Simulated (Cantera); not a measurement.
Input (Python, Cantera):

```python
import numpy as np
import cantera as ct

gas = ct.Solution("gri30.yaml")
gas.TPX = 648, 220000, {'CH4': 1, 'C2H6': 0.06, 'C3H8': 1.5, 'O2': 10.8, 'N2': 40.6, 'CO2': 7}
inlet = ct.Reservoir(gas, clone=True)
gas.equilibrate("HP")  # start burning
reactor = ct.IdealGasConstPressureReactor(gas, energy="on", clone=False)
exhaust = ct.Reservoir(gas, clone=True)
tau = [0.29, 0.1, 0.038, 0.014, 0.0051, 0.0018, 0.00067, 0.00025, 9e-05, 3.3e-05, 1.2e-05, 4.4e-06][0]
for a, b in ((inlet, reactor), (reactor, exhaust)):
    ct.MassFlowController(a, b, mdot=lambda t: reactor.mass / tau)
net = ct.ReactorNet([reactor])
show = ['CH4', 'C2H6', 'C3H8', 'C2H2', 'H2O2', 'O', 'HCN']

rows = []
print(f"{'tau/s':>10s}{'T/K':>9s}" + "".join(f"{s:>11s}" for s in show))
for tau in [0.29, 0.1, 0.038, 0.014, 0.0051, 0.0018, 0.00067, 0.00025, 9e-05, 3.3e-05, 1.2e-05, 4.4e-06]:
    net.initial_time = 0.0
    net.advance(30 * tau)
    before = gas.X
    net.advance(40 * tau)
    drift = np.max(np.abs(gas.X - before) / (gas.X + 1e-9))
    rows.append([gas.T, *gas[show].X, drift])
    print(f"{tau:10.3e}{gas.T:9.1f}" + "".join(f"{x:11.3e}" for x in gas[show].X))
```

It prints:

```
     tau/s      T/K        CH4       C2H6       C3H8       C2H2       H2O2          O        HCN
 2.900e-01   2163.6  2.440e-07  1.483e-09  3.675e-08  3.361e-07  8.298e-08  2.170e-04  7.137e-08
 1.000e-01   2159.7  6.413e-07  4.196e-09  1.036e-07  8.435e-07  8.803e-08  2.479e-04  1.078e-07
 3.800e-02   2149.5  1.430e-06  1.064e-08  2.602e-07  1.729e-06  9.800e-08  3.115e-04  1.356e-07
 1.400e-02   2128.4  3.003e-06  2.700e-08  6.476e-07  3.115e-06  1.197e-07  4.491e-04  1.570e-07
 5.100e-03   2093.2  6.082e-06  6.687e-08  1.550e-06  5.010e-06  1.610e-07  7.088e-04  1.794e-07
 1.800e-03   2041.9  1.281e-05  1.653e-07  3.654e-06  7.755e-06  2.319e-07  1.149e-03  2.238e-07
 6.700e-04   1980.3  2.758e-05  3.886e-07  8.151e-06  1.185e-05  3.347e-07  1.735e-03  3.105e-07
 2.500e-04   1907.6  6.560e-05  9.560e-07  1.891e-05  1.960e-05  4.855e-07  2.378e-03  4.764e-07
 9.000e-05   1816.1  1.997e-04  2.893e-06  5.325e-05  4.274e-05  7.177e-07  2.658e-03  8.433e-07
 3.300e-05    648.0  1.640e-02  9.843e-04  2.461e-02  1.557e-18  1.930e-19  1.558e-24  5.477e-21
 1.200e-05    648.0  1.640e-02  9.843e-04  2.461e-02  8.593e-22  1.745e-20  3.810e-25  3.023e-24
 4.400e-06    648.0  1.640e-02  9.843e-04  2.461e-02  1.484e-24  2.369e-21  9.516e-26  5.220e-27
```

Cantera simulation using GRI-Mech 3.0 (53 species, 325 reactions); the numbers are that mechanism's predictions, not measurements. GRI-Mech 3.0 was tuned for natural gas; its chemistry of propane as a main component is partial and can be far from experiment.
